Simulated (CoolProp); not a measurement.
Values from CoolProp's reference Helmholtz-energy equation of state, Span 2000.

Problem. Give the vapour pressure (kPa), liquid density (kg/m³), enthalpy of vaporisation (kJ/kg), surface tension (mN/m) of saturated nitrogen at -179.75, -173.55 °C.

Solution. 
```
T (°C)   p (kPa)  liquid density (kg/m³)  enthalpy of vaporisation (kJ/kg)  surface tension (mN/m)
-------  -------  ----------------------  --------------------------------  ----------------------
-179.75      477                     727                               174                    5.41
-173.55      757                     692                               162                    4.16
```

Surface tension comes from a separate correlation (Mulero 2012).
